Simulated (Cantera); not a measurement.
Mixture: CH₄ : O₂ : N₂ = 1 : 4.35 : 16.3 (molar parts), at 3900 Torr, adiabatic and at constant pressure. Ignition delay is the time to a rise of 400 K.

Computed with Cantera and GRI-Mech 3.0 (53 species, 325 reactions).

### Question
Predict: delay at 1275 K; delay at 1375 K; delay at 1475 K; delay at 1575 K; delay at 1675 K; delay at 1775 K; apparent activation energy between 1575 and 1775 K.

### Answer
```json
{
 "delay at 1275 K": "2.61 ms",
 "delay at 1375 K": "0.844 ms",
 "delay at 1475 K": "0.308 ms",
 "delay at 1575 K": "0.127 ms",
 "delay at 1675 K": "58.4 µs",
 "delay at 1775 K": "29.8 µs",
 "apparent activation energy between 1575 and 1775 K": "170 kJ/mol"
}
```
